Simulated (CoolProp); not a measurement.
A single-stage vapour-compression cycle with the fluid: evaporating at 254.15 K (dew point), condensing at 298.15 K (bubble point), superheat 2 K, subcooling 2 K, compressor efficiency 0.8, no pressure losses. The same conditions are run with several fluids, on thermodynamics alone (safety and materials aside).

Model: reference Helmholtz-energy equation of state of each fluid (n-perfluoropentane: Gao 2022; R1224YDZ: Akasaka 2023; R125: Lemmon 2005; trans-2-butene: Lemmon 2005; CH3F (R41): Lemmon 2006; R123: Younglove 1994), in CoolProp.

```
fluid               cooling COP  pressure ratio  discharge temperature (K)  refrigerating effect (kJ/kg)  volumetric capacity (kJ/m³)
------------------  -----------  --------------  -------------------------  ----------------------------  ---------------------------
n-perfluoropentane            ?               ?                      298.1                             ?                         97.1
R1224YDZ                   3.94            6.65                      308.6                             ?                          220
R125                       3.44            3.94                      307.2                             ?                         2080
trans-2-butene             4.01            5.28                      315.1                           332                          397
CH3F (R41)                 3.27            3.26                      347.7                           275                         6360
R123                          ?               ?                      314.7                           148                          136
```

Some entries are withheld; supply them.


- n-perfluoropentane, cooling COP: 3.43
- n-perfluoropentane, pressure ratio: 7.64
- n-perfluoropentane, refrigerating effect (kJ/kg): 62.9
- R1224YDZ, refrigerating effect (kJ/kg): 140
- R125, refrigerating effect (kJ/kg): 95.1
- R123, cooling COP: 4.03
- R123, pressure ratio: 7.21

The compression ends wet for: n-perfluoropentane.
